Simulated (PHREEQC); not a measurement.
1 kg of water holding 0.13 mol/kgw Na2SO4 meets 20 L of dry gas (CO2 0.66, H2 0.34 by moles) at fixed total pressure, at 1 atm; fugacities by Peng-Robinson. The gases take part in no redox reaction, some water evaporates into the gas, and hydrates or a liquid gas phase aren't modelled. No solid was allowed to form.

Equilibrium calculation in PHREEQC: ion-association model, phreeqc.dat.

Problem. Predict dissolved CO2 (all carbonate carbon) (mol/kgw) at T (°C) = 20, 50, 60, 70, 80.

Solution. 
| T (°C) | dissolved CO2 (all carbonate carbon) (mol/kgw) |
|---|---|
| 20 | 0.0232 |
| 50 | 0.0106 |
| 60 | 0.00826 |
| 70 | 0.00623 |
| 80 | 0.00432 |

Constants without temperature data keep their 25 °C values here.
